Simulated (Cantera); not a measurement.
Input: 1 mol C2H2, 0.11 mol CO2, 0.12 mol O2, equilibrated at 0.975 Torr.

Cantera equilibrium calculation (NASA polynomials, part measured and part estimated; ideal gas, pure solids and liquids). Candidate condensed phases: C, C6H6, C7H8, C8H18, H2O; 110 gas species. Kinetics and transport are ignored.

Problem. At 2027 °C, list the 6 most abundant gas species with their mole fractions, and the condensed phases.

Solution. H2 0.520, CO 0.285, H 0.193, C2H2 (acetylene) 0.00225, C2H 3.78e-5, C3 1.29e-5. Condensed: C(graphite).
